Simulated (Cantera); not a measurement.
Feed: 1 mol Nb, 0.015 mol H2O, equilibrated at 1100 K and 14000 Pa.

Method: chemical equilibrium by Gibbs-energy minimisation in Cantera with the NASA 1993 tables (ideal gas, pure condensed phases). Candidate condensed phases: H2O, Nb, NbO, NbO2, Nb2O5; 12 gas species. Mutual solubility and eutectic melting of coexisting phases are not modelled. NbO: taken at fixed stoichiometry. Condensed phases not in the tables: N, O or C dissolved in the metal. The numbers say what is thermodynamically allowed, not how fast it happens.

Base state: H2 1.000 (mole fractions); condensed: Nb(s) + NbO(s).

Problem. What changes in the equilibrium state with this change: Nb replaced by Ta(OEt)5?

Solution. 
```json
[
 {"species": "H2", "before": "1.000", "after": "0.829"},
 {"species": "CO", "before": "0", "after": "0.166"},
 {"species": "CH4", "before": "0", "after": "0.00345"},
 {"species": "CO2", "before": "0", "after": "0.000340"},
 {"species": "H2O", "before": "4.91e-7", "after": "0.00172"},
 {"species": "Nb(s), mol", "before": "0.985", "after": "0"},
 {"species": "NbO(s), mol", "before": "0.0150", "after": "0"},
 {"species": "C(graphite), mol", "before": "0", "after": "7.46"},
 {"species": "Ta2O5(s), mol", "before": "0", "after": "0.500"}
]
```
The feed counts by its element totals alone. Further candidate phases: C, C6H6, C7H8, C8H18, Ta, TaC, Ta2O5.
